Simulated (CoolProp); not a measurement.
The fluid at 436.7 K and 6.59 MPa flows at 2.1 m/s in a round tube of 6 mm bore and 15 µm roughness, fully developed (64/Re and Nu = 3.66 if laminar; Colebrook and Gnielinski if turbulent). The same conditions are run with several fluids, on thermodynamics alone (safety and materials aside).

Model: reference Helmholtz-energy equation of state of each fluid (propylene: Lemmon 2013; R404A: Lemmon 2003; sulfur hexafluoride: Guder 2009; methane: Setzmann 1991; R142b: Lemmon 2006), in CoolProp. Blends and air are pseudo-pure fits.

| fluid | Reynolds number | Darcy friction factor | pressure drop (Pa/m) | heat-transfer coefficient (W/(m² K)) | mass flow (kg/h) |
|---|---|---|---|---|---|
| propylene | 76200 | 0.0268 | 1080 | 2090 | 23.5 |
| R404A | 123000 | 0.0261 | 2340 | ? | ? |
| sulfur hexafluoride | 148000 | 0.0259 | 3070 | 2230 | ? |
| methane | ? | ? | 325 | 718 | ? |
| R142b | 157000 | ? | 5170 | 6310 | 116 |

**Question.** What belongs in the gaps?

**Answer.** 
- R404A, heat-transfer coefficient (W/(m² K)): 2270
- R404A, mass flow (kg/h): 52.2
- sulfur hexafluoride, mass flow (kg/h): 69.0
- methane, Reynolds number: 23000
- methane, Darcy friction factor: 0.0301
- methane, mass flow (kg/h): 6.29
- R142b, Darcy friction factor: 0.0258

Transport values come from each fluid's own correlations; those of propylene, R142b are estimates that may be off by 10 % or more.
